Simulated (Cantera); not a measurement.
Feed: 1 mol Fe2O3, 2.2 mol SO2, 3.9 mol N2, 3.6 mol O2, held at 927 °C and 75.0 Torr.

Method: chemical equilibrium by Gibbs-energy minimisation in Cantera with the NASA 1993 tables (ideal gas, pure condensed phases). Candidate condensed phases: Fe, FeO, FeS, FeSO4, FeS2, Fe2O3, Fe2(SO4)3, Fe3O4, S; 19 gas species. Equilibrium is a limit: real reactors are often held back by kinetics, nucleation or transport.

Base state: N2 0.404, O2 0.368, SO2 0.217, SO3 0.0107, NO 0.000185 (mole fractions); condensed: Fe2O3(s).

**Question.** What changes in the equilibrium state with this change: pressure from 75.0 Torr to 750 Torr?

**Answer.** 
```csv
species,before,after
N2,0.404,0.408
O2,0.368,0.361
SO2,0.217,0.199
SO3,0.0107,0.0308
NO,0.000185,0.000185
"Fe2O3(s), mol",1.00,1.00
```
